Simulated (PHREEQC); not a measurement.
Consider water at 25 °C with 3.2 mmol/kgw HNO3 and 0.29 mmol/kgw Fe(NO3)3. Closed to the air; pH follows from the charge balance.

Equilibrium calculation in PHREEQC: ion-association model, phreeqc.dat.

- pH: 2.50
- ionic strength: 0.00457 mol/kgw
- total alkalinity: -3.78 meq/kg

```csv
species,molality,activity,log γ
NO3-,0.00407,0.00378,-0.032
H+,0.00339,0.00318,-0.029
FeOH+2,0.000164,0.000123,-0.124
Fe+3,0.000110,6.06e-5,-0.259
Fe(OH)2+,1.38e-5,1.28e-5,-0.031
Fe2(OH)2+4,1.30e-6,4.08e-7,-0.506
Fe3(OH)4+5,6.73e-9,1.09e-9,-0.790
```

No solid was allowed to form. Examples of supersaturated solids here: Hematite (slow to form), Goethite (slow to form). Others may be too.
